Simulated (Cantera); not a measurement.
Input: 1 mol Fe2O3, 0.48 mol H2S, a varied amount of N2, held at 1100 °C and 0.133 bar.

These are equilibrium values from Cantera (NASA tables, ideal gas, pure condensed phases), not measurements of a reactor. Candidate condensed phases: Fe, FeO, Fe(OH)2, Fe(OH)3, FeS, FeSO4, FeS2, Fe2O3, Fe2(SO4)3, Fe3O4, H2O, H2SO4, S; 38 gas species. Metal and sulfide melt together well below either melting point, which pure phases cannot show. Mutual solubility and eutectic melting of coexisting phases are not modelled. The tables' stoichiometric FeO is somewhat more stable than real wüstite, so its field is too wide. FeO, FeS: taken at fixed stoichiometry. The numbers say what is thermodynamically allowed, not how fast it happens.

log p: log10 of the partial pressure in bar; n: condensed amount in mol.

```tsv
n(N2) (mol)	log p N2	log p H2O	log p SO2	log p S2	log p H2	n FeO(s)	n FeS(s)
0.61	-1.25	-1.39	-1.57	-2.20	-2.71	1.97	(withheld)
0.77	-1.20	-1.43	-1.62	-2.23	-2.74	1.97	(withheld)
0.98	-1.15	-1.49	-1.68	-2.27	-2.77	1.97	(withheld)
1.2	-1.11	-1.54	-1.73	-2.30	-2.81	1.98	(withheld)
1.6	-1.06	-1.62	-1.81	-2.36	-2.86	1.98	(withheld)
2	-1.03	-1.69	-1.88	-2.40	-2.90	1.99	(withheld)
2.5	-1.00	-1.76	-1.95	-2.45	-2.95	2.00	(withheld)
3.2	-0.98	-1.84	-2.04	-2.52	-3.01	2.00	0
4.1	-0.96	-1.93	-2.12	-2.61	-3.08	2.00	0
5.1	-0.94	-2.01	-2.20	-2.69	-3.14	2.00	0
6.5	-0.93	-2.10	-2.29	-2.78	-3.21	2.00	0
8.2	-0.92	-2.19	-2.38	-2.87	-3.28	2.00	0
10	-0.91	-2.27	-2.46	-2.95	-3.34	2.00	0
```

Task: Fill in the missing entries.

Result: 
- 0.61, n FeS(s): 0.0323
- 0.77, n FeS(s): 0.0290
- 0.98, n FeS(s): 0.0251
- 1.2, n FeS(s): 0.0213
- 1.6, n FeS(s): 0.0151
- 2, n FeS(s): 0.00963
- 2.5, n FeS(s): 0.00353
